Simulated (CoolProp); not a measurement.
Vapour-liquid equilibrium of diethyl ether (1) + benzene (2) at 319.7 K; x and y are mole fractions of (1).

Values from CoolProp's multi-fluid Helmholtz-energy mixture model, Thol 2014 and Thol 2012; pair parameters Bell 2016.

```
x     bubble pressure, mixture model (kPa)  bubble pressure, Raoult's law (kPa)  y, mixture model  y, Raoult's law
----  ------------------------------------  -----------------------------------  ----------------  ---------------
0.05                                     ?                                37.75             0.197            0.202
0.2                                      ?                                55.92             0.535            0.547
0.35                                 73.05                                74.09             0.710            0.722
0.5                                  90.94                                92.25             0.819            0.828
0.65                                     ?                                110.4             0.893            0.900
0.8                                  127.6                                128.6             0.947            0.951
0.95                                     ?                                146.8             0.988            0.989
```

Question: What belongs in the gaps?

Answer: 
- 0.05, bubble pressure, mixture model (kPa): 37.64
- 0.2, bubble pressure, mixture model (kPa): 55.34
- 0.65, bubble pressure, mixture model (kPa): 109.1
- 0.95, bubble pressure, mixture model (kPa): 146.5

The largest gap from Raoult's law is -1.4 % in bubble pressure, at x = 0.5. No azeotrope shows between x = 0.05 and 0.95.

The pair parameters rest on a limited set of measurements; away from them the model extrapolates.
